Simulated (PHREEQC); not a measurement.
A solution holds 0.0047 mol NiCl2, 0.038 mol NaCl and 0.00019 mol H2SO4 per kg of water, at 20 °C. Closed to the air; pH follows from the charge balance.

Model: ion-association model, wateq4f.dat, run in PHREEQC.

Each row changes one thing in this solution. This is a speciation only: nothing precipitates in the calculation.

```tsv
case	pH	SO4-2 (mol/kgw)	NaSO4- (mol/kgw)	HSO4- (mol/kgw)	SI of Halite (NaCl)	SI of Mirabilite (Na2SO4:10H2O)
as made	3.49	0.000150	1.26e-5	2.36e-6	-4.49	-5.83
NiCl2 from 0.0047 to 0.00094 mol/kgw	3.49	0.000166	1.49e-5	2.77e-6	-4.55	-5.74
NiCl2 left out	3.49	0.000171	1.57e-5	2.91e-6	?	-5.72
temperature from 20 to 75 °C	3.50	0.000138	1.45e-5	7.85e-6	-4.62	-8.16
NiCl2 replaced by (CH3)4NCl at the same molality	3.49	0.000172	1.52e-5	2.84e-6	-4.52	?
temperature from 20 to 55 °C	3.50	0.000142	1.40e-5	4.89e-6	-4.58	-7.39
diluted 100-fold with water	5.43	1.88e-6	3.13e-9	5.65e-10	-8.34	-11.28
diluted 10-fold with water	4.45	1.79e-5	2.43e-7	4.41e-8	-6.38	-8.44
0.0014 mol/kgw Na2SO4 added	3.51	0.00126	0.000112	1.87e-5	-4.47	-4.86
```

Complete the blanks.


- NiCl2 left out, SI of Halite (NaCl): -4.57
- NiCl2 replaced by (CH3)4NCl at the same molality, SI of Mirabilite (Na2SO4:10H2O): -5.73

Constants without temperature data keep their 25 °C values here.
